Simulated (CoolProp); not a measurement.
Vapour-liquid equilibrium of benzene (1) + n-heptane (2) at 0.662 MPa; x and y are mole fractions of (1).

Model: multi-fluid Helmholtz-energy mixture model, Thol 2012 and Span 2003; pair parameters Bell 2016, in CoolProp.

```
x     bubble temperature (K)  y at the bubble point  dew temperature at overall composition x (K)  liquid density (mol/L)
----  ----------------------  ---------------------  --------------------------------------------  ----------------------
0.05                   449.5                  0.076                                         450.1                   5.392
0.15                   445.8                  0.218                                         447.6                   5.671
0.25                   442.5                  0.343                                         445.0                   5.970
0.35                   439.6                  0.453                                         442.3                   6.290
0.45                   437.1                  0.550                                         439.7                   6.635
0.55                   434.9                  0.637                                         437.1                   7.010
0.65                   433.2                  0.718                                         434.6                   7.420
0.75                   431.7                  0.795                                         432.5                   7.871
0.85                   430.6                  0.873                                         430.9                   8.371
0.95                   429.8                  0.955                                         429.8                   8.928
```

No azeotrope shows between x = 0.05 and 0.95.

Pair parameters are fitted to limited data, so mixtures are less certain than the pure fluids.
